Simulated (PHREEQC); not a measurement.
Dissolve 0.011 mol NiSO4, 6.5e-05 mol Na2SO4 and 9.6e-05 mol H2SO4 per kg of water at 17 °C. Closed to the air; pH follows from the charge balance.

Equilibrium calculation in PHREEQC: ion-association model, wateq4f.dat.

Q: The ionic strength comes out as 0.0320 mol/kgw. What activity coefficients do Ni+2, Na+, H+, HSO4-, Ni(SO4)2-2 get?

A: Ni+2 0.52, Na+ 0.85, H+ 0.87, HSO4- 0.85, Ni(SO4)2-2 0.52.

This is a speciation only: nothing precipitates in the calculation.
